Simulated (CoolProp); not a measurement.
Computed with CoolProp (reference Helmholtz-energy equation of state, Setzmann 1991).

Question: For methane, give the phase and the density (kg/m³), expansivity (1/kK) at 45.85 °C and 31.4 bar; 45.85 °C and 37.6 bar.

Answer: 
- 45.85 °C and 31.4 bar: gas; density 19.8, expansivity 3.68
- 45.85 °C and 37.6 bar: gas; density 23.9, expansivity 3.79
